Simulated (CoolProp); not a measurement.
Vapour-liquid equilibrium of propylene (1) + 1-butene (2) at 19.55 °C; x and y are mole fractions of (1).

The numbers come from the multi-fluid Helmholtz-energy mixture model, Lemmon 2013 and Lemmon 2005; pair parameters Bell 2016 in CoolProp.

Q: Give the bubble pressure and the first vapour's composition at x = 0.35, 0.45, 0.65. Is there an azeotrope?

A: x = 0.35: 0.4976 MPa, y = 0.645; x = 0.45: 0.5708 MPa, y = 0.731; x = 0.65: 0.7217 MPa, y = 0.857. No azeotrope shows between x = 0.05 and 0.95.

Pair parameters are fitted to limited data, so mixtures are less certain than the pure fluids.
